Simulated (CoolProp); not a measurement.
Vapour pressure (kPa) of chlorine: the reference equation beside estimates from Tc = 143.7 °C, pc = 7642 kPa, ω = 0.070. Clausius-Clapeyron is anchored at 26.65 °C with a constant enthalpy of vaporisation of 17.49 kJ/mol.

The numbers come from the reference Helmholtz-energy equation of state, Thol 2021 in CoolProp.

```json
[
 {"T (°C)": "2.25", "reference": "396.0", "Lee-Kesler": "…", "Clausius-Clapeyron": "435.6", "van der Waals": "1133", "Redlich-Kwong": "…", "Soave-Redlich-Kwong": "…", "Peng-Robinson": "401.3"},
 {"T (°C)": "14.45", "reference": "576.2", "Lee-Kesler": "577.0", "Clausius-Clapeyron": "602.3", "van der Waals": "1422", "Redlich-Kwong": "590.5", "Soave-Redlich-Kwong": "…", "Peng-Robinson": "578.6"},
 {"T (°C)": "26.65", "reference": "811.1", "Lee-Kesler": "808.8", "Clausius-Clapeyron": "811.1", "van der Waals": "1756", "Redlich-Kwong": "836.0", "Soave-Redlich-Kwong": "809.7", "Peng-Robinson": "809.0"},
 {"T (°C)": "38.85", "reference": "1110", "Lee-Kesler": "1102", "Clausius-Clapeyron": "1067", "van der Waals": "2137", "Redlich-Kwong": "1147", "Soave-Redlich-Kwong": "1106", "Peng-Robinson": "1102"},
 {"T (°C)": "51.05", "reference": "1481", "Lee-Kesler": "1466", "Clausius-Clapeyron": "1375", "van der Waals": "2567", "Redlich-Kwong": "1532", "Soave-Redlich-Kwong": "1475", "Peng-Robinson": "1466"},
 {"T (°C)": "63.35", "reference": "1937", "Lee-Kesler": "1913", "Clausius-Clapeyron": "1743", "van der Waals": "3054", "Redlich-Kwong": "2003", "Soave-Redlich-Kwong": "1930", "Peng-Robinson": "1915"},
 {"T (°C)": "75.55", "reference": "2481", "Lee-Kesler": "2446", "Clausius-Clapeyron": "2169", "van der Waals": "3589", "Redlich-Kwong": "2560", "Soave-Redlich-Kwong": "2473", "Peng-Robinson": "2452"},
 {"T (°C)": "87.75", "reference": "…", "Lee-Kesler": "…", "Clausius-Clapeyron": "2660", "van der Waals": "4181", "Redlich-Kwong": "3213", "Soave-Redlich-Kwong": "3117", "Peng-Robinson": "3091"}
]
```

Task: Complete the blanks.

Result: 
- 2.25, Lee-Kesler: 398.5
- 2.25, Redlich-Kwong: 402.0
- 2.25, Soave-Redlich-Kwong: 397.6
- 14.45, Soave-Redlich-Kwong: 576.5
- 87.75, reference: 3124
- 87.75, Lee-Kesler: 3077

Absolute difference from the reference over all 8 rows, mean and median: Lee-Kesler 0.9 and 0.9 %, Clausius-Clapeyron 7.9 and 8.6 %, van der Waals 93.9 and 82.9 %, Redlich-Kwong 2.9 and 3.1 %, Soave-Redlich-Kwong 0.3 and 0.3 %, Peng-Robinson 0.9 and 1.0 %.
